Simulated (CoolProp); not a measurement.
A simple Rankine cycle with water: condensing at 302.15 K, boiler at 0.185 MPa, turbine inlet 431 K, turbine efficiency 0.75, pump efficiency 0.7, no recuperator. Each further row changes one setting.

Values from CoolProp's reference Helmholtz-energy equation of state, Wagner 2002.

```json
[
 {"case": "as stated", "thermal efficiency (%)": "16.0", "net work (kJ/kg)": "427", "heat in (kJ/kg)": "2660", "turbine exit temperature (K)": "302.1", "volume ratio over the turbine": "30.1"},
 {"case": "turbine inlet 451 K", "thermal efficiency (%)": "16.1", "net work (kJ/kg)": "437", "heat in (kJ/kg)": "2710", "turbine exit temperature (K)": "302.1", "volume ratio over the turbine": "29.1"},
 {"case": "condensing temperature 294.15 K", "thermal efficiency (%)": "17.4", "net work (kJ/kg)": "469", "heat in (kJ/kg)": "2700", "turbine exit temperature (K)": "294.1", "volume ratio over the turbine": "46.8"},
 {"case": "boiler pressure 0.13 MPa", "thermal efficiency (%)": "14.7", "net work (kJ/kg)": "392", "heat in (kJ/kg)": "2670", "turbine exit temperature (K)": "302.1", "volume ratio over the turbine": "21.5"},
 {"case": "turbine efficiency 0.65", "thermal efficiency (%)": "13.9", "net work (kJ/kg)": "370", "heat in (kJ/kg)": "2660", "turbine exit temperature (K)": "302.1", "volume ratio over the turbine": "30.9"}
]
```

The expansion ends wet for: as stated; turbine inlet 451 K; condensing temperature 294.15 K; boiler pressure 0.13 MPa; turbine efficiency 0.65.
